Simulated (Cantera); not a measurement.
Charge: 1 mol Si₃N₄, 0.0096 mol H₂O, 2.9 mol N₂, held at 1798 K and 218 Torr.

Method: chemical equilibrium by Gibbs-energy minimisation in Cantera with the NASA 1993 tables (ideal gas, pure condensed phases). Candidate condensed phases: H₂O, Si, SiO₂, Si₂N₂O, Si₃N₄; 35 gas species. Mutual solubility and eutectic melting of coexisting phases are not modelled. Equilibrium is a limit: real reactors are often held back by kinetics, nucleation or transport.

Base state: N₂ 0.996, H₂ 0.00328, SiO 0.000339, H 3.74e-5 (mole fractions); condensed: Si₂N₂O(s) + Si₃N₄(s).

What changes in the equilibrium state with this change: Si₃N₄ replaced by SiC?


| species | before | after |
|---|---|---|
| N₂ | 0.996 | 0.993 |
| H₂ | 0.00328 | 0.00323 |
| CO | 0 | 0.00303 |
| HCN | 0 | 8.60e-5 |
| SiO | 0.000339 | 0.000269 |
| H | 3.74e-5 | 3.72e-5 |
| Si₂N₂O(s), mol | 0.00861 | 0 |
| Si₃N₄(s), mol | 0.994 | 0.00276 |
| SiC(s), mol | 0 | 0.991 |
Further candidate phases: C, C₆H₆, C₇H₈, C₈H₁₈, SiC.
